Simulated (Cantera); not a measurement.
Cantera run:

```python
import numpy as np
import cantera as ct

gas_names = [...]  # 113 gases of nasa_gas.yaml made of C, F, H, Si
cond_names = """
    C(gr) C6H6(L) C7H8(L) C8H18(L),n-octa Si(cr) Si(L) SiC(b)
""".split()


# ... load() reads the species with a 1 bar reference pressure and builds the phases ...
atoms = {
    'SiF4': {'Si': 1, 'F': 4},
    'C2H2': {'C': 2, 'H': 2},
    'H2': {'H': 2},
}
top_T = {'C(gr)': 4500, 'SiC(b)': 3050}  # K; cautious upper limits of use, not melting points


# ... equilibrate(T, P, feed) seeds the gas with the atoms and calls Mixture.equilibrate('TP', solver="vcs", rtol=1e-11, max_steps=5000) ...
results = []
feed = {'SiF4': 1, 'C2H2': 0.38, 'H2': 13}  # mol
T = 1023.15  # K
P = 133.322  # Pa
mix = equilibrate(T, P, feed)
results.append((T, P, feed, dict(zip(mix.species_names, mix.species_moles))))
x = sorted(zip(gas.X, gas.species_names), reverse=True)
print(f"T = {T:g} K  P = {P:g} Pa  gas = {mix.phase_moles(0):.4g} mol")
print("   x: " + "  ".join(f"{s} {v:.3e}" for v, s in x if v > 1e-06))
print("   condensed (mol): " + ("  ".join(f"{mix.phase(i).name} {mix.phase_moles(i):.4g}"
      for i in range(1, mix.n_phases) if mix.phase_moles(i) > 1e-12) or "none"))
```

Output:

```
T = 1023.15 K  P = 133.322 Pa  gas = 14.38 mol
   x: H2 9.299e-01  SiF4 6.906e-02  HF 5.318e-04  SiHF3 3.777e-04  SiF3 9.186e-05  CH4 8.635e-05  SiH2F2 1.083e-06
   condensed (mol): C(gr) 0.7585  SiC(b) 0.000214
```

Method: chemical equilibrium by Gibbs-energy minimisation in Cantera with the NASA 1993 tables (ideal gas, pure condensed phases). The tables' values for SiF3 are old estimates; treat these amounts as uncertain.
